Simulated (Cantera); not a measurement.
A closed system holds: 1 mol SiH2Cl2, 0.11 mol Cl2, 28 mol N2, equilibrated at 0.00450 bar.

Equilibrium computed with Cantera from the NASA thermochemical tables; the gas is ideal and each condensed phase is pure. Candidate condensed phases: NH4Cl, Si, Si3N4; 28 gas species. N2 is the only nitrogen source here; it is nearly inert below about 1500 K, so the nitride shown seldom forms there in practice. Equilibrium is a limit: real reactors are often held back by kinetics, nucleation or transport.

### Question
Which condensed phases are stable at each of these points (T (K)): 898, 998, 1098, 1198, 1298, 1398, 1498, 1598, 1698, 1798?

### Answer
```
T (K)  condensed phases  Si condensed (%)
-----  ----------------  ----------------
898            Si3N4(s)              81.3
998            Si3N4(s)              82.6
1098           Si3N4(s)              83.6
1198           Si3N4(s)              83.5
1298           Si3N4(s)              79.4
1398           Si3N4(s)              66.4
1498           Si3N4(s)              48.2
1598           Si3N4(s)              31.1
1698           Si3N4(s)              17.4
1798              Si(l)               9.7
```

From 898 K to 1698 K the condensed part is Si3N4(s). At 1798 K the condensed part is Si(l).
